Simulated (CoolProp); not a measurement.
Vapour-liquid equilibrium of ethane (1) + n-perfluorobutane (2) at -68.15 °C; x and y are mole fractions of (1).

The numbers come from the multi-fluid Helmholtz-energy mixture model, Bücker 2006 and Gao 2022; pair parameters Bell 2016 in CoolProp.

| x | bubble pressure (MPa) | y at the bubble point | dew pressure at overall composition x (MPa) | liquid density (mol/L) |
|---|---|---|---|---|
| 0.05 | 0.04424 | 0.949 | 0.002445 | 7.893 |
| 0.2 | 0.1490 | 0.986 | 0.002903 | 8.663 |
| 0.35 | 0.2007 | 0.990 | 0.003572 | 9.573 |
| 0.5 | 0.2160 | 0.991 | 0.004641 | 10.68 |
| 0.65 | 0.2211 | 0.992 | 0.006624 | 12.05 |
| 0.8 | 0.2324 | 0.993 | 0.01156 | 13.82 |
| 0.95 | 0.2581 | 0.997 | 0.04544 | 16.21 |

No azeotrope shows between x = 0.05 and 0.95.

Pair parameters are fitted to limited data, so mixtures are less certain than the pure fluids. With so large a gap from Raoult's law the liquid may split in two, which this calculation doesn't test in full.
